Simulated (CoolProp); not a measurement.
Vapour-liquid equilibrium of propylene (1) + n-hexane (2) at 262.6 K; x and y are mole fractions of (1).

Values from CoolProp's multi-fluid Helmholtz-energy mixture model, Lemmon 2013 and Thol 2019; pair parameters Bell 2016.

Give the bubble pressure and the first vapour's composition at x = 0.35, 0.8, 0.95. Is there an azeotrope?

x = 0.35: 152.7 kPa, y = 0.982; x = 0.8: 327.3 kPa, y = 0.997; x = 0.95: 397.2 kPa, y = 0.999. No azeotrope shows between x = 0.05 and 0.95.

Pair parameters are fitted to limited data, so mixtures are less certain than the pure fluids. The gap from Raoult's law changes sign with composition, which may be real or a fault of the pair parameters; it wasn't checked against measurements. With so large a gap from Raoult's law the liquid may split in two, which this calculation doesn't test in full.
